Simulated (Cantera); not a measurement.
An isothermal, constant-pressure homogeneous reactor starts with H₂ : O₂ : N₂ = 1.4 : 1 : 1.2 (molar parts), equivalence ratio 0.70, at 850 K and 0.133 bar.

Detailed kinetics in Cantera: the H2/O2 subset of GRI-Mech 3.0, which has no nitrogen chemistry. Radical loss at walls, strong at low pressure, is not modelled. Below about 950 K walls govern HO2 and H2O2 in real vessels. The temperature is held fixed by assumption; the heat of reaction is taken as removed at once.

x: mole fraction; the columns are a selection and need not sum to one.

```
t (s)      x H₂   x O₂     x H₂O        x OH       x O
--------  -----  -----  --------  ----------  --------
2.00e-5   0.389  0.278    <1e-12      <1e-12    <1e-12
5.28e-5   0.389  0.278  1.00e-12      <1e-12    <1e-12
0.000139  0.389  0.278  9.33e-12      <1e-12  1.29e-12
0.000367  0.389  0.278  1.08e-10    1.50e-12  7.02e-12
0.000969  0.389  0.278   3.62e-9    3.33e-11  1.57e-10
0.00256   0.389  0.278   8.93e-6  (withheld)   3.62e-7
0.00674   0.141  0.167     0.308  (withheld)   1.36e-5
0.0178    0.140  0.166     0.309  (withheld)   4.01e-9
0.0469    0.140  0.166     0.309     1.39e-9   3.09e-9
0.124     0.140  0.166     0.309     1.42e-9   3.18e-9
0.327     0.140  0.166     0.309  (withheld)   3.84e-9
0.862     0.140  0.166     0.309  (withheld)   6.06e-9
2.27      0.138  0.165     0.311  (withheld)   1.47e-8
6.00      0.128  0.160     0.324  (withheld)   2.84e-8
```

### Question
Complete the blanks.

### Answer

- 0.00256, x OH: 8.33e-8
- 0.00674, x OH: 9.85e-6
- 0.0178, x OH: 1.99e-9
- 0.327, x OH: 1.74e-9
- 0.862, x OH: 2.89e-9
- 2.27, x OH: 7.97e-9
- 6.00, x OH: 1.83e-8
